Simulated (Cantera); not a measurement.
Charge: 1 mol SiC, 0.12 mol H2O, 250 mol N2, 0.3 mol O2, equilibrated at 0.000500 bar.

These are equilibrium values from Cantera (NASA tables, ideal gas, pure condensed phases), not measurements of a reactor. Candidate condensed phases: C, C6H6, C7H8, C8H18, H2O, Si, SiC, SiO2, Si2N2O, Si3N4; 151 gas species. N2 is the only nitrogen source here; it is nearly inert below about 1500 K, so the nitride shown seldom forms there in practice. Mutual solubility and eutectic melting of coexisting phases are not modelled. The numbers say what is thermodynamically allowed, not how fast it happens.

Question: Which condensed phases are stable at each of these points (T (K)): 1000, 1200, 1400, 1600, 1800, 2000, 2200?

Answer: 
```tsv
T (K)	condensed phases	Si condensed (%)
1000	C(graphite) + Si2N2O(s)	100.0
1200	C(graphite) + Si2N2O(s)	100.0
1400	SiC(s) + Si2N2O(s)	98.5
1600	SiC(s)	63.5
1800	SiC(s)	47.1
2000	C(graphite)	0.0
2200	gas only	0.0
```

From 1000 K to 1200 K the condensed part is C(graphite) + Si2N2O(s). At 1400 K the condensed part is SiC(s) + Si2N2O(s). From 1600 K to 1800 K the condensed part is SiC(s). At 2000 K the condensed part is C(graphite). At 2200 K nothing is condensed.
